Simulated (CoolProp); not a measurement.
Properties of ethanol at several states (Tc = 241.6 °C, pc = 6268 kPa, ω = 0.644).

Model: reference Helmholtz-energy equation of state, Schroeder 2014, in CoolProp.

```csv
T (°C),p (kPa),phase,speed of sound (m/s),conductivity (mW/(m K)),Prandtl number
195.25,16600,liquid,711.3,145,…
36.05,1080,liquid,…,162,13.8
17.65,3130,liquid,…,167,18.2
314.35,22.8,gas,338.9,49.2,0.811
-44.25,1960,liquid,…,183,63.0
138.05,311,gas,278.2,27.8,0.867
```

Q: Fill in the missing entries.

A: 
- 195.25, Prandtl number: 3.55
- 36.05, speed of sound (m/s): 1112
- 17.65, speed of sound (m/s): 1186
- -44.25, speed of sound (m/s): 1415

Viscosity comes from a separate model (Kiselev 2005). Thermal conductivity comes from a separate model (Assael 2013).
